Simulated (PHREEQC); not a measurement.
A PHREEQC speciation (ion-association model, phreeqc.dat) at 56 °C gives pH 3.60 and these molalities:

| species | mol/kgw |
|---|---|
| Cl- | 0.251 |
| Zn+2 | 0.0908 |
| ZnCl+ | 0.0445 |
| Mn+2 | 0.0274 |
| ZnSO4 | 0.0160 |
| SO4-2 | 0.0155 |
| MnCl+ | 0.00651 |
| MnSO4 | 0.00581 |
| ZnCl2 | 0.00497 |
| ZnCl3- | 0.00182 |
| Zn(SO4)2-2 | 0.00138 |
| ZnCl4-2 | 0.000566 |
| H+ | 0.000333 |
| MnCl2 | 0.000283 |
| HSO4- | 0.000229 |
| MnCl3- | 2.05e-5 |
| ZnOH+ | 9.69e-7 |
| ZnOHCl | 3.66e-7 |

What are the element totals, and what could have been dissolved in 1 kg of water to give them?

This is not unique; one that fits is totals Cl 0.320, Mn(2) 0.0400, S(6) 0.0403, Zn 0.160 mol/kgw, from 40 mmol/kgw MnSO4, 160 mmol/kgw ZnCl2 and 0.28 mmol/kgw H2SO4.

This is a speciation only: nothing precipitates in the calculation. Complexes and solids missing from the database can't appear. Away from 25 °C the constants follow the database's enthalpies or fits; those with neither stay at their 25 °C values.
